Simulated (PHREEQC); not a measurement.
Consider water at 25 °C with 0.037 mol NaOH and 6.3e-05 mol CO2 per kg of water. Closed to the air; pH follows from the charge balance.

Model: Pitzer model, pitzer.dat, run in PHREEQC.

| quantity | before | after |
|---|---|---|
| pH | 12.48 | 12.02 |
| ionic strength (mol/kgw) | 0.0371 | 0.0371 |

Q: Which change was made?
(A) CO2 from 6.3e-05 to 9.45e-05 mol/kgw
(B) CO2 left out
(C) NaOH from 0.037 to 0.0074 mol/kgw
(D) NaOH left out
(E) temperature from 25 to 40 °C

A: E, temperature from 25 to 40 °C

This is a speciation only: nothing precipitates in the calculation. Constants without temperature data keep their 25 °C values here.
